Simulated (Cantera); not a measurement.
**Equilibrium for calcination and drying: MgSO4 + CO2 + H2O**

Input: 1 mol MgSO4, 0.36 mol CO2, 3.6 mol H2O, held at 7.30 bar.

Method: chemical equilibrium by Gibbs-energy minimisation in Cantera with the NASA 1993 tables (ideal gas, pure condensed phases). Candidate condensed phases: C, C6H6, C7H8, C8H18, H2O, H2SO4, Mg, MgCO3, MgO, Mg(OH)2, MgS, MgSO4, S; 130 gas species. Kinetics and transport are ignored.

```json
[
 {"T (K)": "1498", "x H2O": "0.661", "x SO2": "0.178", "x O2": "0.0891", "x CO2": "0.0661", "x SO3": "0.00543", "x OH": "9.71e-5", "x H2": "1.51e-6", "x CO": "3.89e-7", "n MgO(s)": "1.000"},
 {"T (K)": "1548", "x H2O": "0.661", "x SO2": "0.179", "x O2": "0.0896", "x CO2": "0.0661", "x SO3": "0.00427", "x OH": "0.000148", "x H2": "2.88e-6", "x CO": "8.03e-7", "n MgO(s)": "1.000"},
 {"T (K)": "1598", "x H2O": "0.660", "x SO2": "0.180", "x O2": "0.0900", "x CO2": "0.0660", "x SO3": "0.00341", "x OH": "0.000220", "x H2": "5.28e-6", "x CO": "1.58e-6", "n MgO(s)": "1.000"},
 {"T (K)": "1648", "x H2O": "0.660", "x SO2": "0.181", "x O2": "0.0902", "x CO2": "0.0660", "x SO3": "0.00276", "x OH": "0.000320", "x H2": "9.34e-6", "x CO": "2.99e-6", "n MgO(s)": "1.000"},
 {"T (K)": "1698", "x H2O": "0.660", "x SO2": "0.181", "x O2": "0.0904", "x CO2": "0.0660", "x SO3": "0.00226", "x OH": "0.000454", "x H2": "1.60e-5", "x CO": "5.45e-6", "n MgO(s)": "1.000"},
 {"T (K)": "1748", "x H2O": "0.659", "x SO2": "0.181", "x O2": "0.0906", "x CO2": "0.0660", "x SO3": "0.00187", "x OH": "0.000632", "x H2": "2.65e-5", "x CO": "9.59e-6", "n MgO(s)": "1.000"},
 {"T (K)": "1798", "x H2O": "0.659", "x SO2": "0.182", "x O2": "0.0906", "x CO2": "0.0660", "x SO3": "0.00156", "x OH": "0.000863", "x H2": "4.28e-5", "x CO": "1.63e-5", "n MgO(s)": "1.000"},
 {"T (K)": "1848", "x H2O": "0.659", "x SO2": "0.182", "x O2": "0.0907", "x CO2": "0.0659", "x SO3": "0.00132", "x OH": "0.00116", "x H2": "6.74e-5", "x CO": "2.70e-5", "n MgO(s)": "1.000"},
 {"T (K)": "1898", "x H2O": "0.659", "x SO2": "0.182", "x O2": "0.0907", "x CO2": "0.0659", "x SO3": "0.00113", "x OH": "0.00153", "x H2": "0.000104", "x CO": "4.36e-5", "n MgO(s)": "1.000"},
 {"T (K)": "1948", "x H2O": "0.658", "x SO2": "0.182", "x O2": "0.0907", "x CO2": "0.0659", "x SO3": "0.000967", "x OH": "0.00199", "x H2": "0.000156", "x CO": "6.85e-5", "n MgO(s)": "1.000"},
 {"T (K)": "1998", "x H2O": "0.658", "x SO2": "0.182", "x O2": "0.0906", "x CO2": "0.0658", "x SO3": "0.000837", "x OH": "0.00256", "x H2": "0.000230", "x CO": "0.000105", "n MgO(s)": "1.000"}
]
```
x: gas mole fraction; n: condensed amount in mol.

From 1498 K to 1998 K the condensed part is MgO(s). The main Mg-bearing gas is Mg(OH)2 throughout.
